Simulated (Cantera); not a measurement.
Input: 1 mol Si(CH₃)₄, 1.1 mol C₂H₂, 2.4 mol H₂, equilibrated at 10.0 Torr.

Cantera equilibrium calculation (NASA polynomials, part measured and part estimated; ideal gas, pure solids and liquids). Candidate condensed phases: C, C₆H₆, C₇H₈, C₈H₁₈, Si, SiC; 87 gas species. Gases not in the tables: Si₂H₆ and higher silanes. The numbers say what is thermodynamically allowed, not how fast it happens.

### Question
At 2198 K, list the 4 most abundant gas species with their mole fractions, and the condensed phases.

### Answer
H₂ 0.947, H 0.0469, Si 0.00289, C₂H₂ (acetylene) 0.00240. Condensed: C(graphite) + SiC(s).
